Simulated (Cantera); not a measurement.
Feed: 1 mol CH3F, 2.2 mol HCl, 0.18 mol H2, equilibrated at 0.0210 bar.

Method: chemical equilibrium by Gibbs-energy minimisation in Cantera with the NASA 1993 tables (ideal gas, pure condensed phases). Candidate condensed phases: C, C6H6, C7H8, C8H18; 118 gas species. Rates play no part.

Task: What share of the C ends up in condensed phases as a function of T (°C), at 802, 1002, 1202, 1402, 1602, 1802, 2002, 2202, 2402, 2602, 2802, 3002, 3202?

Result: 
| T (°C) | C condensed (%) | as |
|---|---|---|
| 802 | 100.0 | C(graphite) |
| 1002 | 100.0 | C(graphite) |
| 1202 | 100.0 | C(graphite) |
| 1402 | 100.0 | C(graphite) |
| 1602 | 99.9 | C(graphite) |
| 1802 | 99.7 | C(graphite) |
| 2002 | 99.1 | C(graphite) |
| 2202 | 97.6 | C(graphite) |
| 2402 | 94.1 | C(graphite) |
| 2602 | 82.1 | C(graphite) |
| 2802 | 3.4 | C(graphite) |
| 3002 | 0.0 | - |
| 3202 | 0.0 | - |
